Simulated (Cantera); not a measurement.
An isothermal, constant-pressure homogeneous reactor starts with CO : O2 : H2O : N2 = 0.0093 : 0.031 : 0.0002 : 1 (molar parts), at 1425 K and 1.00 bar.

Computed with Cantera and GRI-Mech 3.0 (53 species, 325 reactions).

Problem. Predict: x(CO) at 1.00 s; x(O2) at 1.00 s; x(H2O) at 1.00 s; x(NO) at 1.00 s; x(NO2) at 1.00 s; x(CO2) at 1.00 s.

Solution. 
```json
{
 "x(CO) at 1.00 s": "2.96e-7 (gas-phase equilibrium 8.51e-8)",
 "x(O2) at 1.00 s": "0.0254 (gas-phase equilibrium 0.0253)",
 "x(H2O) at 1.00 s": "0.000192 (gas-phase equilibrium 0.000193)",
 "x(NO) at 1.00 s": "6.03e-6 (gas-phase equilibrium 0.000321)",
 "x(NO2) at 1.00 s": "2.03e-8 (gas-phase equilibrium 7.56e-7)",
 "x(CO2) at 1.00 s": "0.00898 (gas-phase equilibrium 0.00898)"
}
```
